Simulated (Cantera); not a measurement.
Feed: 1 mol Nb2O5, 6.3 mol H2, 1.7 mol H2O, held at 1525 °C and 12.0 mbar.

Method: chemical equilibrium by Gibbs-energy minimisation in Cantera with the NASA 1993 tables (ideal gas, pure condensed phases). Candidate condensed phases: H2O, Nb, NbO, NbO2, Nb2O5; 12 gas species. Condensed phases not in the tables: the oxides between NbO2 and Nb2O5. The numbers say what is thermodynamically allowed, not how fast it happens.

Base state: H2 0.785, H2O 0.212, H 0.00285, OH 5.07e-5 (mole fractions); condensed: Nb2O5(l).

**Question.** What changes in the equilibrium state with this change: pressure from 12.0 mbar to 1 atm?

**Answer.** 
```
species         before     after
-------------  -------  --------
H2               0.785     0.787
H2O              0.212     0.212
H              0.00285  0.000311
OH             5.07e-5   5.51e-6
Nb2O5(l), mol    1.000      1.00
```
